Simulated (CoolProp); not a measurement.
A single-stage vapour-compression cycle with R404A: evaporating at 253.15 K (dew point), condensing at 294.15 K (bubble point), superheat 0 K, subcooling 8 K, compressor efficiency 0.65, no pressure losses. Each further row changes one setting.

Model: reference Helmholtz-energy equation of state, Lemmon 2003, in CoolProp. It is a pseudo-pure fit of the blend.

| case | cooling COP | pressure ratio | discharge temperature (K) | refrigerating effect (kJ/kg) | volumetric capacity (kJ/m³) |
|---|---|---|---|---|---|
| as stated | 3.36 | 3.76 | 312.9 | 137 | 2110 |
| evaporating temperature 258.15 K | 3.99 | 3.12 | 310.2 | 140 | 2570 |
| condensing temperature 289.15 K | 3.95 | 3.27 | 306.4 | 144 | 2220 |
| subcooling 13 K | 3.54 | 3.76 | 312.9 | 144 | 2220 |
| superheat 10 K | 3.37 | 3.76 | 323.5 | 146 | 2120 |
| compressor efficiency 0.55 | 2.84 | 3.76 | 319.8 | 137 | 2110 |
